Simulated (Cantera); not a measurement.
Cantera with NASA thermochemical tables; ideal gases at 1 bar, condensed phases pure. Values are per mole of reaction as written; species without (g) are pure solids or liquids, kept so even where they would boil at 1 bar.

S2(g) + Fe → FeS2

```
T (K)  ΔH° (kJ)  ΔS° (J/K)  ΔG° (kJ)  log10 K
-----  --------  ---------  --------  -------
373         ___        ___       ___      ___
448      -299.0     -200.2    -209.3    24.41
523         ___        ___       ___      ___
598      -298.0     -198.1    -179.5    15.68
673      -297.5     -197.4    -164.6    12.78
748         ___        ___       ___      ___
823      -296.6     -196.2    -135.1     8.58
898      -296.4     -196.0    -120.4     7.00
```

### Question
What belongs in the gaps?

### Answer

- 373, ΔH° (kJ): -299.5
- 373, ΔS° (J/K): -201.4
- 373, ΔG° (kJ): -224.4
- 373, log10 K: 31.42
- 523, ΔH° (kJ): -298.5
- 523, ΔS° (J/K): -199.1
- 523, ΔG° (kJ): -194.4
- 523, log10 K: 19.41
- 748, ΔH° (kJ): -297.0
- 748, ΔS° (J/K): -196.7
- 748, ΔG° (kJ): -149.9
- 748, log10 K: 10.46
